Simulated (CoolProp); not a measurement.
Saturated liquid density (kg/m³) of methanol: the reference equation beside estimates from Tc = 513.4 K, pc = 8.216 MPa, ω = 0.565. Rackett uses Z = 0.29056 − 0.08775 ω.

Computed with CoolProp (reference Helmholtz-energy equation of state, de Reuck 1993).

```
T (K)  reference  Rackett  Redlich-Kwong  Soave-Redlich-Kwong
-----  ---------  -------  -------------  -------------------
363.6      721.5    696.2          505.8                551.6
368.9      715.7    689.1          500.0                546.3
374.2      709.8    681.9          494.1                540.7
379.4      703.8    674.7          488.2                535.0
384.7      697.6    667.3          482.0                529.1
390        691.2    659.7          475.6                522.9
395.3      684.6    651.9          469.1                516.5
400.5      677.9    644.2          462.5                510.0
405.8      670.9    636.1          455.7                503.1
411.1      663.7    627.9          448.6                495.9
416.4      656.2    619.4          441.4                488.5
```

Absolute difference from the reference over all 11 rows, mean and median: Rackett 4.6 and 4.6 %, Redlich-Kwong 31.2 and 31.2 %, Soave-Redlich-Kwong 24.4 and 24.3 %.
